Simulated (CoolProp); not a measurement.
Nitrous oxide along the isobar 17600 kPa: fugacity coefficient from the reference equation and from simpler models built on Tc = 36.4 °C, pc = 7245 kPa, ω = 0.161; each cubic takes its own stable root.

Model: reference Helmholtz-energy equation of state, Lemmon 2006, in CoolProp. It is a short technical equation, of lower accuracy than the large ones.

```csv
T (°C),phase,reference,van der Waals,Redlich-Kwong
21.85,liquid,0.2763,0.3502,0.2975
41.75,supercritical,0.3678,0.4154,0.3828
61.65,supercritical,0.4610,0.4797,0.4671
81.45,supercritical,0.5475,0.5406,0.5444
101.35,supercritical,0.6217,0.5970,0.6119
121.25,supercritical,0.6826,0.6472,0.6685
141.15,supercritical,0.7328,0.6907,0.7156
161.05,supercritical,0.7747,0.7281,0.7553
180.85,supercritical,0.8098,0.7600,0.7887
200.75,supercritical,0.8398,0.7877,0.8173
220.65,supercritical,0.8655,0.8118,0.8419
```
